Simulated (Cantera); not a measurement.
Mixture: CH4 : H2 : O2 : N2 = 1 : 1.2 : 4.73 : 17.8 (molar parts), at 9.87 atm, adiabatic and at constant pressure. Ignition delay is the time to a rise of 400 K.

Detailed kinetics in Cantera: GRI-Mech 3.0 (53 species, 325 reactions). Below about 1000 K GRI-Mech 3.0 lacks low-temperature oxidation paths.

### Question
What does this change do: CH4 1 to 0.38 parts?

### Answer
```json
[
 {"quantity": "delay at 973 K", "before": "31.9 ms", "after": "40.7 ms"},
 {"quantity": "delay at 1123 K", "before": "0.945 ms", "after": "1.11 ms"},
 {"quantity": "delay at 1273 K", "before": "80.6 µs", "after": "39.6 µs"},
 {"quantity": "delay at 1423 K", "before": "22.5 µs", "after": "8.27 µs"},
 {"quantity": "apparent activation energy between 1348 and 1498 K", "before": "120 kJ/mol", "after": "120 kJ/mol"}
]
```

### Question
What does this change do: H2 1.2 to 0.79 parts?

### Answer
```
quantity                                                before       after
--------------------------------------------------  ----------  ----------
delay at 973 K                                         31.9 ms     34.4 ms
delay at 1123 K                                       0.945 ms     1.11 ms
delay at 1273 K                                        80.6 µs    0.120 ms
delay at 1423 K                                        22.5 µs     35.0 µs
apparent activation energy between 1348 and 1498 K  120 kJ/mol  120 kJ/mol
```
